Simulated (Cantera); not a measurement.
What does this Cantera script print?

```python
import numpy as np
import cantera as ct

gas_names = [...]  # 151 gases of nasa_gas.yaml made of C, H, N, O, Si
cond_names = """
    C(gr) C6H6(L) C7H8(L) C8H18(L),n-octa H2O(s) H2O(L) Si(cr) Si(L) SiC(b) SiO2(Lqz) SiO2(hqz) SiO2(L)
    Si2N2O(s) Si3N4(a)
""".split()


# ... load() reads the species with a 1 bar reference pressure and builds the phases ...
atoms = {
    'HMDSO': {'Si': 2, 'C': 6, 'H': 18, 'O': 1},
    'NO': {'N': 1, 'O': 1},
    'H2': {'H': 2},
}
top_T = {'C(gr)': 4500, 'SiC(b)': 3050, 'Si2N2O(s)': 2100, 'Si3N4(a)': 2400}  # K; cautious upper limits of use, not melting points


# ... equilibrate(T, P, feed) seeds the gas with the atoms and calls Mixture.equilibrate('TP', solver="vcs", rtol=1e-11, max_steps=5000) ...
results = []
feed = {'HMDSO': 1, 'NO': 0.22, 'H2': 0.13}  # mol
T = 1575  # K
P = 25000  # Pa
mix = equilibrate(T, P, feed)
results.append((T, P, feed, dict(zip(mix.species_names, mix.species_moles))))
print(gas.report(threshold=1e-06))
for i in range(1, mix.n_phases):
    print(f"{mix.phase(i).name:16s} {mix.phase_moles(i):12.5e} mol")
```

Result:

```
       temperature   1575 K
          pressure   25000 Pa
           density   0.0097254 kg/m^3
  mean mol. weight   5.0943 kg/kmol
   phase of matter   gas

                          1 kg             1 kmol
                     ---------------   ---------------
          enthalpy        5.2348e+06        2.6668e+07  J
   internal energy        2.6642e+06        1.3572e+07  J
           entropy             39946         2.035e+05  J/K
    Gibbs function       -5.7681e+07       -2.9384e+08  J
 heat capacity c_p              6477             32996  J/K
 heat capacity c_v            4844.9             24682  J/K

                      mass frac. Y      mole frac. X     chem. pot. / RT
                     ---------------   ---------------   ---------------
               CH4         0.0011125        0.00035328           -42.799
                CO           0.61749           0.11231            -38.93
               CO2        9.6367e-06        1.1155e-06           -75.579
    C2H2,acetylene        9.5062e-05        1.8599e-05           -24.822
                 H        1.5441e-05        7.8035e-05           -10.129
               HCN        0.00063394        0.00011949           -28.806
               HNC         1.349e-05        2.5429e-06           -28.806
                H2           0.34884            0.8815           -20.258
               H2O        8.9828e-05        2.5402e-05           -56.907
                N2          0.029118          0.005295           -32.791
               SiO         0.0025679        0.00029675           -45.998
     [ +140 minor]        8.0048e-06        2.0318e-06

C(gr)             2.94482e+00 mol
Si(cr)            0.00000e+00 mol
SiC(b)            1.88778e+00 mol
SiO2(hqz)         0.00000e+00 mol
Si2N2O(s)         5.45759e-02 mol
Si3N4(a)          0.00000e+00 mol
```

These are equilibrium values from Cantera (NASA tables, ideal gas, pure condensed phases), not measurements of a reactor. The feed counts by its element totals alone. Mutual solubility and eutectic melting of coexisting phases are not modelled.
